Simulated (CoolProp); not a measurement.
Vapour pressure (MPa) of cyclopentane: the reference equation beside estimates from Tc = 238.6 °C, pc = 4.583 MPa, ω = 0.202. Clausius-Clapeyron is anchored at 97.65 °C with a constant enthalpy of vaporisation of 24.51 kJ/mol.

The numbers come from the reference Helmholtz-energy equation of state, Gedanitz 2015 in CoolProp.

| T (°C) | reference | Lee-Kesler | Clausius-Clapeyron | van der Waals | Redlich-Kwong | Soave-Redlich-Kwong |
|---|---|---|---|---|---|---|
| 45.95 | 0.09079 | 0.08903 | 0.1086 | 0.4956 | 0.1391 | 0.08936 |
| 63.25 | 0.1571 | 0.1556 | 0.1747 | 0.6616 | 0.2304 | 0.1557 |
| 80.45 | 0.2551 | 0.2546 | 0.2676 | 0.8597 | 0.3589 | 0.2545 |
| 97.65 | 0.3940 | 0.3957 | 0.3940 | 1.093 | 0.5329 | 0.3956 |
| 114.85 | 0.5835 | 0.5883 | 0.5605 | 1.364 | 0.7599 | 0.5893 |
| 132.05 | 0.8337 | 0.8426 | 0.7739 | 1.675 | 1.047 | 0.8464 |
| 149.25 | 1.156 | 1.169 | 1.041 | 2.027 | 1.402 | 1.178 |
| 166.45 | 1.562 | 1.580 | 1.368 | 2.423 | 1.832 | 1.597 |

Absolute difference from the reference over all 8 rows, mean and median: Lee-Kesler 1.0 and 1.0 %, Clausius-Clapeyron 8.7 and 8.6 %, van der Waals 193.3 and 155.6 %, Redlich-Kwong 33.8 and 32.7 %, Soave-Redlich-Kwong 1.2 and 1.3 %.
